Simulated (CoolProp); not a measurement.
Properties of c-C4F8 (RC318) along the isotherm 226.85 °C.

Values from CoolProp's reference Helmholtz-energy equation of state, Platzer 1990. This equation is an older, rougher fit.

```json
[
 {"p (MPa)": "0.154", "phase": "gas", "density (kg/m³)": "7.463", "speed of sound (m/s)": "146.2", "Joule-Thomson coefficient (K/MPa)": "3.838", "expansivity (1/kK)": "2.059", "viscosity (µPa s)": "19.0", "Prandtl number": "0.757"},
 {"p (MPa)": "0.309", "phase": "gas", "density (kg/m³)": "15.09", "speed of sound (m/s)": "145.3", "Joule-Thomson coefficient (K/MPa)": "3.866", "expansivity (1/kK)": "2.121", "viscosity (µPa s)": "19.1", "Prandtl number": "0.758"},
 {"p (MPa)": "0.463", "phase": "gas", "density (kg/m³)": "22.77", "speed of sound (m/s)": "144.4", "Joule-Thomson coefficient (K/MPa)": "?", "expansivity (1/kK)": "2.185", "viscosity (µPa s)": "19.2", "Prandtl number": "0.759"},
 {"p (MPa)": "0.617", "phase": "gas", "density (kg/m³)": "30.57", "speed of sound (m/s)": "143.4", "Joule-Thomson coefficient (K/MPa)": "3.920", "expansivity (1/kK)": "2.251", "viscosity (µPa s)": "19.3", "Prandtl number": "0.761"},
 {"p (MPa)": "0.772", "phase": "gas", "density (kg/m³)": "38.54", "speed of sound (m/s)": "142.5", "Joule-Thomson coefficient (K/MPa)": "3.947", "expansivity (1/kK)": "2.319", "viscosity (µPa s)": "19.4", "Prandtl number": "0.763"},
 {"p (MPa)": "0.926", "phase": "gas", "density (kg/m³)": "46.58", "speed of sound (m/s)": "141.6", "Joule-Thomson coefficient (K/MPa)": "3.973", "expansivity (1/kK)": "2.389", "viscosity (µPa s)": "19.6", "Prandtl number": "0.766"},
 {"p (MPa)": "1.08", "phase": "gas", "density (kg/m³)": "54.74", "speed of sound (m/s)": "140.7", "Joule-Thomson coefficient (K/MPa)": "3.999", "expansivity (1/kK)": "2.462", "viscosity (µPa s)": "?", "Prandtl number": "0.769"},
 {"p (MPa)": "1.23", "phase": "gas", "density (kg/m³)": "62.82", "speed of sound (m/s)": "139.8", "Joule-Thomson coefficient (K/MPa)": "4.024", "expansivity (1/kK)": "2.535", "viscosity (µPa s)": "19.8", "Prandtl number": "0.773"},
 {"p (MPa)": "1.39", "phase": "gas", "density (kg/m³)": "?", "speed of sound (m/s)": "138.8", "Joule-Thomson coefficient (K/MPa)": "4.050", "expansivity (1/kK)": "2.616", "viscosity (µPa s)": "20.0", "Prandtl number": "0.777"}
]
```

Problem. What belongs in the gaps?

Solution. 
- 0.463, Joule-Thomson coefficient (K/MPa): 3.893
- 1.08, viscosity (µPa s): 19.7
- 1.39, density (kg/m³): 71.56

Viscosity comes from a separate model (Huber 2003), an estimate that may be off by 10 % or more. Thermal conductivity comes from a separate model (Huber 2003), an estimate that may be off by 10 % or more.
